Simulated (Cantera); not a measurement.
Charge: 1 mol Si(CH3)4, 0.12 mol HCl, 1200 mol H2, equilibrated at 570 Torr.

Method: chemical equilibrium by Gibbs-energy minimisation in Cantera with the NASA 1993 tables (ideal gas, pure condensed phases). Candidate condensed phases: C, C6H6, C7H8, C8H18, Si, SiC; 109 gas species. Gases not in the tables: Si2H6 and higher silanes. Kinetics and transport are ignored.

**Question.** Which condensed phases are stable at each of these points (T (°C)): 1327, 1402, 1477, 1552, 1627, 1702, 1777, 1852, 1927, 2002, 2077, 2152, 2227, 2302?

**Answer.** 
```
T (°C)      condensed phases  Si condensed (%)
------  --------------------  ----------------
1327    C(graphite) + SiC(s)             100.0
1402    C(graphite) + SiC(s)             100.0
1477    C(graphite) + SiC(s)              99.9
1552    C(graphite) + SiC(s)              99.8
1627    C(graphite) + SiC(s)              99.6
1702    C(graphite) + SiC(s)              99.0
1777    C(graphite) + SiC(s)              97.6
1852                  SiC(s)              93.0
1927                  SiC(s)              80.4
2002                  SiC(s)              48.2
2077                gas only               0.0
2152                gas only               0.0
2227                gas only               0.0
2302                gas only               0.0
```

From 1327 °C to 1777 °C the condensed part is C(graphite) + SiC(s). From 1852 °C to 2002 °C the condensed part is SiC(s). From 2077 °C to 2302 °C nothing is condensed.
